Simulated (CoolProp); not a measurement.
Vapour-liquid equilibrium of R143a (1) + dimethyl ether (2) at 0.0523 bar; x and y are mole fractions of (1).

Computed with CoolProp (multi-fluid Helmholtz-energy mixture model, Lemmon and Jacobsen 2000 and Wu 2011; pair parameters Bell 2016).

| x | bubble temperature (°C) | y at the bubble point | dew temperature at overall composition x (°C) | liquid density (mol/L) |
|---|---|---|---|---|
| 0.05 | -78.9 | 0.204 | -77.1 | 17.34 |
| 0.125 | -81.7 | 0.408 | -78.0 | 17.20 |
| 0.2 | -83.9 | 0.543 | -78.9 | 17.05 |
| 0.275 | -85.7 | 0.638 | -79.9 | 16.89 |
| 0.35 | -87.2 | 0.709 | -80.9 | 16.72 |
| 0.425 | -88.4 | 0.765 | -82.0 | 16.56 |
| 0.5 | -89.5 | 0.810 | -83.2 | 16.39 |
| 0.575 | -90.5 | 0.848 | -84.5 | 16.23 |
| 0.65 | -91.3 | 0.881 | -85.9 | 16.06 |
| 0.725 | -92.1 | 0.910 | -87.5 | 15.90 |
| 0.8 | -92.9 | 0.937 | -89.2 | 15.74 |
| 0.875 | -93.6 | 0.962 | -91.2 | 15.59 |
| 0.95 | -94.3 | 0.985 | -93.3 | 15.44 |

No azeotrope shows between x = 0.05 and 0.95.

Pair parameters are fitted to limited data, so mixtures are less certain than the pure fluids.
